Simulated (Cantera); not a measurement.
Charge: 1 mol PbO, 3.2 mol CH4, 0.51 mol CO, held at 13300 Pa.

Method: chemical equilibrium by Gibbs-energy minimisation in Cantera with the NASA 1993 tables (ideal gas, pure condensed phases). Candidate condensed phases: C, C6H6, C7H8, C8H18, H2O, Pb, PbO, PbO2, Pb3O4; 113 gas species. The numbers say what is thermodynamically allowed, not how fast it happens.

x: gas mole fraction; n: condensed amount in mol.

```tsv
T (K)	x H2	x CO	x Pb	x H	x C2H2 (acetylene)	x CH4	x H2O	n C(graphite)	n Pb(l)
1200	0.804	0.190	0.00482	4.84e-7	8.25e-8	[?]	0.000527	2.19	0.962
1400	0.756	0.178	0.0654	1.16e-5	1.90e-6	[?]	6.70e-5	2.20	0.447
1600	0.718	0.169	0.112	0.000126	1.97e-5	[?]	1.42e-5	2.20	0
1800	0.717	0.169	0.112	0.000831	0.000126	[?]	4.62e-6	2.20	0
2000	0.714	0.169	0.112	0.00376	0.000549	[?]	1.89e-6	2.19	0
2200	0.705	0.168	0.111	0.0130	0.00181	[?]	9.03e-7	2.17	0
2400	0.683	0.166	0.110	0.0360	0.00476	[?]	4.77e-7	2.11	0
2600	0.636	0.162	0.108	0.0838	0.0103	[?]	2.64e-7	2.00	0
```

Problem. Fill in the missing entries.

Solution. 
- 1200, x CH4: 0.00136
- 1400, x CH4: 0.000329
- 1600, x CH4: 0.000112
- 1800, x CH4: 5.28e-5
- 2000, x CH4: 2.89e-5
- 2200, x CH4: 1.74e-5
- 2400, x CH4: 1.10e-5
- 2600, x CH4: 6.93e-6
